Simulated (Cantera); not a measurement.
**Fe3O4 + H2 + N2 (hydrogen reduction and annealing atmospheres)**

A closed system holds: 1 mol Fe3O4, 100 mol H2, 2.2 mol N2, equilibrated at 0.133 bar.

Cantera equilibrium calculation (NASA polynomials, part measured and part estimated; ideal gas, pure solids and liquids). Candidate condensed phases: Fe, FeO, Fe(OH)2, Fe(OH)3, Fe2O3, Fe3O4, H2O; 27 gas species. Kinetics and transport are ignored.

From 1023 K to 1123 K the condensed part is Fe(α). From 1223 K to 1623 K the condensed part is Fe(γ). At 1723 K the condensed part is Fe(δ). From 1823 K to 2123 K the condensed part is Fe(l).

```csv
T (K),x H2,x H2O,x N2,x Fe,x H,x OH,x FeO,n Fe(α),n Fe(γ),n Fe(δ),n Fe(l)
1023,0.939,0.0391,0.0215,<1e-12,1.10e-8,1.20e-12,<1e-12,3.00,0,0,0
1123,0.939,0.0391,0.0215,2.34e-11,1.13e-7,2.42e-11,<1e-12,3.00,0,0,0
1223,0.939,0.0391,0.0215,7.93e-10,7.98e-7,3.00e-10,<1e-12,0,3.00,0,0
1323,0.939,0.0391,0.0215,1.56e-8,4.21e-6,2.54e-9,1.09e-12,0,3.00,0,0
1423,0.939,0.0391,0.0215,2.00e-7,1.76e-5,1.59e-8,2.34e-11,0,3.00,0,0
1523,0.939,0.0391,0.0215,1.82e-6,6.13e-5,7.88e-8,3.33e-10,0,3.00,0,0
1623,0.939,0.0391,0.0215,1.25e-5,0.000183,3.20e-7,3.40e-9,0,3.00,0,0
1723,0.939,0.0391,0.0215,6.84e-5,0.000484,1.11e-6,2.62e-8,0,0,2.99,0
1823,0.938,0.0391,0.0215,0.000305,0.00115,3.33e-6,1.59e-7,0,0,0,2.97
1923,0.936,0.0390,0.0215,0.00111,0.00250,8.96e-6,7.62e-7,0,0,0,2.89
2023,0.931,0.0389,0.0214,0.00353,0.00502,2.18e-5,3.10e-6,0,0,0,2.64
2123,0.921,0.0385,0.0212,0.01000,0.00943,4.87e-5,1.10e-5,0,0,0,1.96
```
x: gas mole fraction; n: condensed amount in mol.
